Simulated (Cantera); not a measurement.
Input (Python, Cantera):

```python
import numpy as np
import cantera as ct

gas = ct.Solution("gri30.yaml")
gas.TPX = 2148, 6000, {'NO': 1, 'N2': 2.3, 'H2O': 0.022}
inlet = ct.Reservoir(gas, clone=True)

reactor = ct.IdealGasConstPressureReactor(gas, energy="off", clone=False)
exhaust = ct.Reservoir(gas, clone=True)
tau = [14, 2.3, 0.37, 0.06, 0.0097, 0.0016, 0.00025][0]
for a, b in ((inlet, reactor), (reactor, exhaust)):
    ct.MassFlowController(a, b, mdot=lambda t: reactor.mass / tau)
net = ct.ReactorNet([reactor])
show = ['NO', 'N2', 'O2', 'NO2', 'N2O']

rows = []
print(f"{'tau/s':>10s}{'T/K':>9s}" + "".join(f"{s:>11s}" for s in show))
for tau in [14, 2.3, 0.37, 0.06, 0.0097, 0.0016, 0.00025]:
    net.initial_time = 0.0
    net.advance(30 * tau)
    before = gas.X
    net.advance(40 * tau)
    drift = np.max(np.abs(gas.X - before) / (gas.X + 1e-9))
    rows.append([gas.T, *gas[show].X, drift])
    print(f"{tau:10.3e}{gas.T:9.1f}" + "".join(f"{x:11.3e}" for x in gas[show].X))
```

It prints:

```
     tau/s      T/K         NO         N2         O2        NO2        N2O
 1.400e+01   2148.0  3.233e-02  8.250e-01  1.322e-01  8.600e-06  3.680e-07
 2.300e+00   2148.0  1.010e-01  7.909e-01  9.816e-02  2.311e-05  2.563e-06
 3.700e-01   2148.0  2.382e-01  7.227e-01  3.028e-02  3.010e-05  1.363e-05
 6.000e-02   2148.0  2.922e-01  6.961e-01  4.058e-03  1.449e-05  1.888e-05
 9.700e-03   2148.0  3.002e-01  6.924e-01  4.022e-04  9.660e-06  2.464e-05
 1.600e-03   2148.0  3.009e-01  6.923e-01  8.059e-06  5.478e-06  1.680e-05
 2.500e-04   2148.0  3.010e-01  6.924e-01  5.118e-08  1.960e-07  3.920e-06
```

Computed with Cantera and GRI-Mech 3.0 (53 species, 325 reactions).
